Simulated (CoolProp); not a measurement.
A closed Brayton cycle with carbon dioxide: compressor inlet 313.15 K and 9 MPa, high pressure 26.8 MPa, turbine inlet 805 K, compressor efficiency 0.8, turbine efficiency 0.9, recuperator effectiveness 0 (on enthalpy, no pinch check). Each further row changes one setting.

The numbers come from the reference Helmholtz-energy equation of state, Span 1996 in CoolProp.

| case | thermal efficiency (%) | net work (kJ/kg) | compressor to turbine work | compressor exit (K) | turbine exit (K) |
|---|---|---|---|---|---|
| as stated | 16.1 | 101 | 0.27 | 364.8 | 676.5 |
| turbine inlet 755 K | 16.1 | 90.6 | 0.29 | 364.8 | 631.1 |
| compressor inlet 323.15 K | 15.4 | 83.0 | 0.40 | 407.6 | 676.5 |
| high pressure 22.8 MPa | 14.0 | 89.4 | 0.25 | 356.5 | 695.0 |
| recuperator effectiveness 0.5 | 22.8 | 101 | 0.27 | 364.8 | 676.5 |
